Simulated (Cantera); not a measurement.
Input: 1 mol BN, 74 mol HCl, 2.6 mol N2, at 1100 K and 0.100 bar.

These are equilibrium values from Cantera (NASA tables, ideal gas, pure condensed phases), not measurements of a reactor. Candidate condensed phases: B, BN, NH4Cl; 21 gas species. Gases not in the tables: BHCl2. Rates play no part.

Q: What is the equilibrium state?

A: 
```json
{
 "x(HCl)": "0.933",
 "x(N2)": "0.0394",
 "x(H2)": "0.0164",
 "x(BCl3)": "0.0109",
 "n(BN(s))": "0.164 mol",
 "gas_amount": "76.60 mol",
 "log10 activity of B(s) (absent)": "-6.10"
}
```
